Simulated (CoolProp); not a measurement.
Values from CoolProp's reference Helmholtz-energy equation of state, Lemmon 2016.

Q: Give the vapour pressure (MPa), liquid density (kg/m³), vapour density (kg/m³), enthalpy of vaporisation (kJ/kg) of saturated R365MFC at 319.6, 342.9 K.

A: 
```
T (K)  p (MPa)  liquid density (kg/m³)  vapour density (kg/m³)  enthalpy of vaporisation (kJ/kg)
-----  -------  ----------------------  ----------------------  --------------------------------
319.6    0.126                    1210                    7.43                               185
342.9    0.264                    1160                    15.0                               173
```
